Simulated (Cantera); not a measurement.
A closed system holds: 1 mol SiF4, 0.058 mol C3H8, a varied amount of H2, at 1350 K and 0.133 bar.

These are equilibrium values from Cantera (NASA tables, ideal gas, pure condensed phases), not measurements of a reactor. Candidate condensed phases: C, C6H6, C7H8, C8H18, Si, SiC; 113 gas species. The tables' values for SiF3, SiF2 are old estimates; treat these amounts as uncertain. Kinetics and transport are ignored.

x: gas mole fraction; n: condensed amount in mol.

| n(H2) (mol) | x H2 | x SiF4 | x HF | x SiHF3 | x SiF3 | n C(graphite) | n SiC(s) |
|---|---|---|---|---|---|---|---|
| 1.5 | 0.626 | 0.358 | (withheld) | 0.00425 | 0.00346 | 0.173 | 0 |
| 3.2 | 0.767 | 0.219 | (withheld) | 0.00375 | 0.00276 | 0.172 | 0 |
| 6.7 | 0.868 | 0.121 | (withheld) | 0.00299 | 0.00207 | 0.169 | 0 |
| 14 | 0.930 | 0.0619 | (withheld) | 0.00222 | 0.00149 | 0.164 | 0 |
| 29 | 0.963 | 0.0306 | (withheld) | 0.00134 | 0.000884 | 0.145 | 0.00694 |
| 62 | 0.981 | 0.0142 | (withheld) | 0.000762 | 0.000497 | 0.105 | 0.0217 |
| 130 | 0.990 | 0.00652 | (withheld) | 0.000428 | 0.000277 | 0.0262 | 0.0487 |
| 270 | 0.995 | 0.00294 | (withheld) | 0.000281 | 0.000182 | 0 | 0.0705 |
| 570 | 0.997 | 0.00126 | (withheld) | 0.000189 | 0.000122 | 0 | 0.0898 |
| 1200 | 0.999 | 0.000514 | (withheld) | 0.000124 | 7.99e-5 | 0 | 0.109 |

Question: Some entries are withheld; supply them.

Answer: 
- 1.5, x HF: 0.00781
- 3.2, x HF: 0.00663
- 6.7, x HF: 0.00519
- 14, x HF: 0.00384
- 29, x HF: 0.00324
- 62, x HF: 0.00270
- 130, x HF: 0.00223
- 270, x HF: 0.00154
- 570, x HF: 0.000985
- 1200, x HF: 0.000614
